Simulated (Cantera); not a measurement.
An adiabatic, constant-volume homogeneous reactor starts with CH₄ : C₂H₆ : C₃H₈ : O₂ : N₂ : H₂O = 1 : 0.087 : 0.16 : 3.1 : 11.7 : 1.2 (molar parts), equivalence ratio 1.0, at 1650 K and 14.0 bar. Integrator tolerance rtol = 1e-08.

Cantera simulation using GRI-Mech 3.0 (53 species, 325 reactions); the numbers are that mechanism's predictions, not measurements. GRI-Mech 3.0 was tuned for natural gas; its chemistry of propane as a main component is partial and can be far from experiment. The pressure lies above the range GRI-Mech 3.0 was tuned for (to about 10 atm). Above 3000 K some thermodynamic fits are extrapolated.

Question: What does this change do: C3H8 0.16 to 0.42 parts?

Answer: 
```csv
quantity,before,after
time of steepest temperature rise,7.73 µs,6.27 µs
temperature at 4.00 s,3101 K,3140 K
equilibrium temperature,3101 K,3140 K
x(CH₄) at 4.00 s,<1e-12 (gas-phase equilibrium <1e-12),3.10e-11 (gas-phase equilibrium 3.60e-11)
x(C₂H₆) at 4.00 s,<1e-12 (gas-phase equilibrium <1e-12),<1e-12 (gas-phase equilibrium <1e-12)
x(C₃H₈) at 4.00 s,<1e-12 (gas-phase equilibrium <1e-12),<1e-12 (gas-phase equilibrium <1e-12)
x(CH₃) at 4.00 s,1.83e-12 (gas-phase equilibrium 2.26e-12),8.58e-11 (gas-phase equilibrium 9.97e-11)
x(H₂O₂) at 4.00 s,2.57e-6 (gas-phase equilibrium 2.57e-6),9.66e-7 (gas-phase equilibrium 9.66e-7)
x(HO₂) at 4.00 s,2.31e-5 (gas-phase equilibrium 2.31e-5),5.08e-6 (gas-phase equilibrium 5.08e-6)
x(C₂H₄) at 4.00 s,<1e-12 (gas-phase equilibrium <1e-12),<1e-12 (gas-phase equilibrium <1e-12)
```

Question: What does this change do: pressure from 14.0 bar to 0.260 bar?

Answer: 
```
quantity                                                              before                                    after
---------------------------------  -----------------------------------------  ---------------------------------------
time of steepest temperature rise                                    7.73 µs                                 0.124 ms
temperature at 4.00 s                                                 3101 K                                   2750 K
equilibrium temperature                                               3101 K                                   2750 K
x(CH₄) at 4.00 s                       <1e-12 (gas-phase equilibrium <1e-12)    <1e-12 (gas-phase equilibrium <1e-12)
x(C₂H₆) at 4.00 s                      <1e-12 (gas-phase equilibrium <1e-12)    <1e-12 (gas-phase equilibrium <1e-12)
x(C₃H₈) at 4.00 s                      <1e-12 (gas-phase equilibrium <1e-12)    <1e-12 (gas-phase equilibrium <1e-12)
x(CH₃) at 4.00 s                   1.83e-12 (gas-phase equilibrium 2.26e-12)    <1e-12 (gas-phase equilibrium <1e-12)
x(H₂O₂) at 4.00 s                    2.57e-6 (gas-phase equilibrium 2.57e-6)  2.10e-7 (gas-phase equilibrium 2.10e-7)
x(HO₂) at 4.00 s                     2.31e-5 (gas-phase equilibrium 2.31e-5)  5.59e-6 (gas-phase equilibrium 5.59e-6)
x(C₂H₄) at 4.00 s                      <1e-12 (gas-phase equilibrium <1e-12)    <1e-12 (gas-phase equilibrium <1e-12)
```
